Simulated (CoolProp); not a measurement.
The numbers come from the reference Helmholtz-energy equation of state, Bücker 2006 in CoolProp.

Task: Give the vapour pressure (kPa), vapour density (kg/m³), liquid cp (kJ/(kg K)) of saturated isobutane at 200.8, 209.2, 214.9 K.

Result: 
```json
[
 {"T (K)": "200.8", "p (kPa)": "4.04", "vapour density (kg/m³)": "0.141", "liquid cp (kJ/(kg K))": "1.97"},
 {"T (K)": "209.2", "p (kPa)": "7.20", "vapour density (kg/m³)": "0.242", "liquid cp (kJ/(kg K))": "2.00"},
 {"T (K)": "214.9", "p (kPa)": "10.3", "vapour density (kg/m³)": "0.339", "liquid cp (kJ/(kg K))": "2.02"}
]
```
